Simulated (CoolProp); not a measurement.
Vapour-liquid equilibrium of R152A (1) + n-butane (2) at 83.85 °C; x and y are mole fractions of (1).

Values from CoolProp's multi-fluid Helmholtz-energy mixture model, Outcalt 1996 and Bücker 2006; pair parameters Bell 2016.

```json
[
 {"x": "0.05", "bubble pressure (kPa)": "[?]", "y at the bubble point": "0.164", "dew pressure at overall composition x (kPa)": "1157", "liquid density (mol/L)": "8.531"},
 {"x": "0.2", "bubble pressure (kPa)": "[?]", "y at the bubble point": "0.408", "dew pressure at overall composition x (kPa)": "1370", "liquid density (mol/L)": "8.606"},
 {"x": "0.35", "bubble pressure (kPa)": "2089", "y at the bubble point": "0.531", "dew pressure at overall composition x (kPa)": "1652", "liquid density (mol/L)": "8.700"},
 {"x": "0.5", "bubble pressure (kPa)": "2305", "y at the bubble point": "[?]", "dew pressure at overall composition x (kPa)": "2011", "liquid density (mol/L)": "8.855"},
 {"x": "0.65", "bubble pressure (kPa)": "2463", "y at the bubble point": "0.713", "dew pressure at overall composition x (kPa)": "2359", "liquid density (mol/L)": "[?]"},
 {"x": "0.8", "bubble pressure (kPa)": "[?]", "y at the bubble point": "0.816", "dew pressure at overall composition x (kPa)": "[?]", "liquid density (mol/L)": "9.639"},
 {"x": "0.95", "bubble pressure (kPa)": "2564", "y at the bubble point": "0.946", "dew pressure at overall composition x (kPa)": "2563", "liquid density (mol/L)": "10.41"}
]
```

**Question.** What belongs in the gaps?

**Answer.** 
- 0.05, bubble pressure (kPa): 1313
- 0.2, bubble pressure (kPa): 1784
- 0.5, y at the bubble point: 0.623
- 0.65, liquid density (mol/L): 9.141
- 0.8, bubble pressure (kPa): 2558
- 0.8, dew pressure at overall composition x (kPa): 2549

y crosses x between x = 0.8 and 0.95: the model has an azeotrope there.

Pair parameters are fitted to limited data, so mixtures are less certain than the pure fluids.
